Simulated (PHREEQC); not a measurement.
0.74 g of hydrous ferric oxide (600 m²/g; 0.2 weak and 0.005 strong sites per Fe, Dzombak-Morel constants, diffuse double layer) in 1 kg of water with 0.005 mol/kgw of an inert sodium salt and 6.1e-05 mol MgCl2, at 25 °C; the pH is set by adding NaOH or the inert anion's acid. O2 is buffered at 0.21 atm. CO2 from the air is kept out. Nothing may precipitate in this run.

The series has 13 steps of pH, from 3 to 11.

All values are PHREEQC results (ion-association model, wateq4f.dat), not measurements.

Task: Near which pH is half of the Mg sorbed, and on which side is more sorbed?

Result: Near pH 7.9, with more sorbed at higher pH.

The oxide is taken as insoluble; below pH 4 it would dissolve.
